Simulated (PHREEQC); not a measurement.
A solution holds 0.00132 mol (NH4)2SO4 per kg of water, at 20 °C. Closed to the air; pH follows from the charge balance.

Equilibrium calculation in PHREEQC: ion-association model, phreeqc.dat.

This is a speciation only: nothing precipitates in the calculation.

Question: Predict the pH.

Answer: pH 6.04.

Question: In which forms is S present?

Answer: SO4-2 97 %, NH4SO4- 2.5 % of the S.
